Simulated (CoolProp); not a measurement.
Computed with CoolProp (reference Helmholtz-energy equation of state, Zhou 2016).

Q: For R245ca, give the phase and the cp (kJ/(kg K)), speed of sound (m/s), isothermal compressibility (1/MPa), expansivity (1/kK) at 226.1 K and 0.845 MPa; 264.4 K and 0.845 MPa.

A: 
- 226.1 K and 0.845 MPa: liquid; cp 1.32, speed of sound 1050, isothermal compressibility 0.000817, expansivity 1.46
- 264.4 K and 0.845 MPa: liquid; cp 1.34, speed of sound 883, isothermal compressibility 0.00121, expansivity 1.59
